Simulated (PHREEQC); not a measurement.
Solution (25 °C): 0.00016 mol/kgw Ca(HCO3)2, 0.00045 mol/kgw NaF and 1.3e-06 mol/kgw H4SiO4. Closed to the air; pH follows from the charge balance.

Equilibrium calculation in PHREEQC: ion-association model, phreeqc.dat.

The pH comes out as 8.18 and the ionic strength is 0.000930 mol/kgw. The total alkalinity is 0.320 meq/kg.

```
species  molality  activity   log γ
-------  --------  --------  ------
F-       0.000450  0.000435  -0.015
Na+      0.000450  0.000435  -0.015
HCO3-    0.000312  0.000302  -0.015
Ca+2     0.000159  0.000139  -0.059
CO2       4.53e-6   4.53e-6   0.000
CO3-2     2.43e-6   2.12e-6  -0.059
OH-       1.57e-6   1.51e-6  -0.015
H4SiO4    1.27e-6   1.27e-6   0.000
CaHCO3+   5.52e-7   5.34e-7  -0.015
CaCO3     4.93e-7   4.93e-7   0.000
NaF       1.09e-7   1.09e-7   0.000
NaHCO3    7.37e-8   7.37e-8   0.000
H3SiO4-   2.90e-8   2.81e-8  -0.015
NaCO3-    1.77e-8   1.71e-8  -0.015
```

This is a speciation only: nothing precipitates in the calculation. Species that the database lacks are ignored. SiF6-2 is the database's only silicon fluoride.
